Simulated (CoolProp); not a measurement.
c-C4F8 (RC318) along the isobar 41.1 bar: fugacity coefficient from the reference equation and from simpler models built on Tc = 388.4 K, pc = 27.78 bar, ω = 0.355; each cubic takes its own stable root.

Model: reference Helmholtz-energy equation of state, Platzer 1990, in CoolProp. This equation is an older, rougher fit; its heat capacities, sound speeds and derivatives of the liquid may be far off and weren't checked against measurements.

```csv
T (K),phase,reference,van der Waals,Redlich-Kwong,Soave-Redlich-Kwong,Peng-Robinson
266.7,liquid,0.02896,(withheld),0.05923,0.02933,(withheld)
272.4,liquid,0.03609,0.1611,0.06995,0.03655,0.03547
278.2,liquid,0.04458,0.1759,0.08204,0.04517,0.04372
284,liquid,0.05444,0.1914,(withheld),0.05519,0.05328
289.8,liquid,(withheld),(withheld),0.1099,0.06669,0.06426
295.6,liquid,0.07858,0.2240,0.1257,0.07977,0.07673
301.4,liquid,0.09302,0.2411,0.1427,0.09451,0.09077
307.2,liquid,0.1091,0.2586,(withheld),0.1110,0.1064
312.9,liquid,0.1266,0.2763,0.1799,(withheld),0.1234
318.7,liquid,0.1460,0.2948,0.2003,0.1488,0.1424
324.5,liquid,(withheld),0.3135,0.2217,0.1705,0.1631
```

Some entries are withheld; supply them.


- 266.7, van der Waals: 0.1471
- 266.7, Peng-Robinson: 0.02854
- 284, Redlich-Kwong: 0.09537
- 289.8, reference: 0.06574
- 289.8, van der Waals: 0.2074
- 307.2, Redlich-Kwong: 0.1609
- 312.9, Soave-Redlich-Kwong: 0.1288
- 324.5, reference: 0.1672
